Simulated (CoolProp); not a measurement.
R134a at 220.52 K and 1.31 MPa flows at 4.6 m/s in a round tube of 12.7 mm bore and 15 µm roughness, fully developed (64/Re and Nu = 3.66 if laminar; Colebrook and Gnielinski if turbulent). Each further row changes one setting.

Model: reference Helmholtz-energy equation of state, Tillner-Roth 1994, in CoolProp.

```tsv
case	Reynolds number	Darcy friction factor	pressure drop (Pa/m)	heat-transfer coefficient (W/(m² K))	mass flow (kg/h)
as stated	?	0.0221	26800	?	?
velocity 9.2 m/s	291000	0.0213	104000	?	?
diameter 25.4 mm	291000	0.0187	11400	7880	?
```

**Question.** Complete the blanks.

**Answer.** 
- as stated, Reynolds number: 146000
- as stated, heat-transfer coefficient (W/(m² K)): 8820
- as stated, mass flow (kg/h): 3050
- velocity 9.2 m/s, heat-transfer coefficient (W/(m² K)): 17300
- velocity 9.2 m/s, mass flow (kg/h): 6110
- diameter 25.4 mm, mass flow (kg/h): 12200

Viscosity comes from a separate model (Huber 2003), an estimate that may be off by 10 % or more. Thermal conductivity comes from a separate model (McLinden 2000), an estimate that may be off by 10 % or more.
